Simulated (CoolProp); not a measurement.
R404A along the isotherm 500 K: fugacity coefficient from the reference equation and from simpler models built on Tc = 345.3 K, pc = 3.735 MPa, ω = 0.293; each cubic takes its own stable root.

The numbers come from the reference Helmholtz-energy equation of state, Lemmon 2003 in CoolProp. It is a pseudo-pure fit of the blend.

| p (MPa) | phase | reference | van der Waals | Soave-Redlich-Kwong | Peng-Robinson |
|---|---|---|---|---|---|
| 0.118 | gas | 0.9971 | 0.9964 | 0.9977 | 0.9969 |
| 0.269 | gas | 0.9935 | 0.9917 | 0.9947 | 0.9929 |
| 0.612 | gas | 0.9853 | 0.9813 | 0.9880 | 0.9841 |
| 1.39 | gas | 0.9670 | ___ | ___ | 0.9645 |
| 3.17 | gas | 0.9269 | 0.9053 | ___ | 0.9230 |
| 7.21 | supercritical | 0.8466 | 0.7952 | 0.8796 | 0.8447 |
| 16.4 | supercritical | 0.7256 | 0.6447 | ___ | 0.7408 |
| 37.3 | supercritical | 0.6801 | 0.6563 | 0.8182 | ___ |

Problem. Fill in the missing entries.

Solution. 
- 1.39, van der Waals: 0.9578
- 1.39, Soave-Redlich-Kwong: 0.9731
- 3.17, Soave-Redlich-Kwong: 0.9411
- 16.4, Soave-Redlich-Kwong: 0.7990
- 37.3, Peng-Robinson: 0.7152
